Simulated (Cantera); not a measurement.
Mixture: H₂ : O₂ : N₂ = 1 : 0.333 : 1.25 (molar parts), equivalence ratio 1.5, at 500000 Pa, adiabatic and at constant pressure. Ignition delay is the time to a rise of 400 K.

Model: GRI-Mech 3.0 (53 species, 325 reactions), integrated in Cantera. The hydrogen kinetics of GRI-Mech 3.0 are dated; newer H2 mechanisms differ, most at raised pressure. Where the delays flatten at high temperature, the 400 K rule measures the pace of heat release, not the induction time.

**Question.** What does this change do: constant volume in place of constant pressure?

**Answer.** 
| quantity | before | after |
|---|---|---|
| delay at 1223 K | 12.9 µs | 12.5 µs |
| delay at 1323 K | 6.10 µs | 5.84 µs |
| delay at 1423 K | 3.81 µs | 3.62 µs |
| delay at 1523 K | 2.69 µs | 2.53 µs |
| delay at 1623 K | 2.07 µs | 1.91 µs |

**Question.** What does this change do: 0.099 parts H2O added?

**Answer.** 
```tsv
quantity	before	after
delay at 1223 K	12.9 µs	19.4 µs
delay at 1323 K	6.10 µs	7.06 µs
delay at 1423 K	3.81 µs	4.15 µs
delay at 1523 K	2.69 µs	2.86 µs
delay at 1623 K	2.07 µs	2.17 µs
```
